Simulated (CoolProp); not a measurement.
Vapour-liquid equilibrium of hydrogen chloride (1) + n-butane (2) at 301 kPa; x and y are mole fractions of (1).

Computed with CoolProp (multi-fluid Helmholtz-energy mixture model, Thol 2018 and Bücker 2006; pair parameters Bell 2016).

| x | bubble temperature (K) | y at the bubble point | dew temperature at overall composition x (K) | liquid density (mol/L) |
|---|---|---|---|---|
| 0.05 | 273.7 | 0.647 | 303.4 | ___ |
| 0.125 | 244.7 | 0.901 | 300.5 | 11.82 |
| 0.2 | 230.7 | 0.955 | 297.5 | 12.78 |
| 0.275 | 223.4 | 0.972 | 294.4 | 13.71 |
| 0.35 | 219.4 | 0.979 | 291.0 | 14.66 |
| 0.425 | 217.2 | 0.982 | 287.3 | 15.68 |
| 0.5 | 216.0 | 0.984 | ___ | 16.80 |
| 0.575 | 215.2 | ___ | 278.7 | 18.07 |
| 0.65 | 214.6 | ___ | ___ | 19.52 |
| 0.725 | 214.0 | 0.988 | 267.4 | ___ |
| 0.8 | 213.2 | 0.989 | 259.8 | 23.22 |
| 0.875 | 212.1 | 0.992 | ___ | 25.64 |
| 0.95 | 210.8 | 0.996 | ___ | 28.61 |

Q: Complete the blanks.

A: 
- 0.05, liquid density (mol/L): 10.67
- 0.5, dew temperature at overall composition x (K): 283.2
- 0.575, y at the bubble point: 0.985
- 0.65, y at the bubble point: 0.986
- 0.65, dew temperature at overall composition x (K): 273.5
- 0.725, liquid density (mol/L): 21.22
- 0.875, dew temperature at overall composition x (K): 249.5
- 0.95, dew temperature at overall composition x (K): 232.4

No azeotrope shows between x = 0.05 and 0.95.

Pair parameters are fitted to limited data, so mixtures are less certain than the pure fluids. With so large a gap from Raoult's law the liquid may split in two, which this calculation doesn't test in full.
